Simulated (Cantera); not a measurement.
An isothermal, constant-pressure homogeneous reactor starts with CH₄ : N₂ = 1 : 85 (molar parts), at 1625 K and 0.330 bar.

Cantera simulation using GRI-Mech 3.0 (53 species, 325 reactions); the numbers are that mechanism's predictions, not measurements. GRI-Mech 3.0 stops at C3 and has no aromatics, soot or wall deposition, so with more carbon than oxygen in the feed, carbon stays in small species such as C2H2 where larger ones or solid carbon would form.

x: mole fraction; the columns are a selection and need not sum to one.

| t (s) | x CH₄ | x C₂H₆ | x H | x H₂ | x CH₃ |
|---|---|---|---|---|---|
| 2.00e-5 | 0.0116 | 1.33e-12 | 9.43e-8 | 1.30e-7 | 3.54e-7 |
| 7.02e-5 | 0.0116 | 8.28e-11 | 1.08e-7 | 6.79e-7 | 1.46e-6 |
| 0.000247 | 0.0116 | 3.79e-9 | 1.08e-7 | 2.66e-6 | 5.40e-6 |
| 0.000866 | 0.0116 | 1.27e-7 | 1.17e-7 | 9.84e-6 | 1.90e-5 |
| 0.00304 | 0.0115 | ? | ? | ? | ? |
| 0.0107 | 0.0111 | 2.13e-5 | 1.21e-6 | 0.000469 | 0.000166 |
| 0.0375 | 0.00821 | 2.09e-5 | 5.45e-6 | 0.00437 | 0.000164 |
| 0.132 | ? | ? | ? | ? | ? |
| 0.462 | 0.00176 | 7.08e-7 | 1.32e-5 | 0.0146 | 3.18e-5 |
| 1.62 | 0.000521 | 6.53e-8 | 1.52e-5 | 0.0164 | 9.76e-6 |
| 5.70 | 0.000144 | 5.12e-9 | 1.60e-5 | 0.0170 | 2.74e-6 |
| 20.0 | 4.13e-5 | 4.34e-10 | 1.62e-5 | 0.0172 | 7.90e-7 |

Task: What belongs in the gaps?

Result: 
- 0.00304, x C₂H₆: 2.47e-6
- 0.00304, x H: 2.19e-7
- 0.00304, x H₂: 4.49e-5
- 0.00304, x CH₃: 6.23e-5
- 0.132, x CH₄: 0.00452
- 0.132, x C₂H₆: 4.75e-6
- 0.132, x H: 9.55e-6
- 0.132, x H₂: 0.0104
- 0.132, x CH₃: 8.05e-5
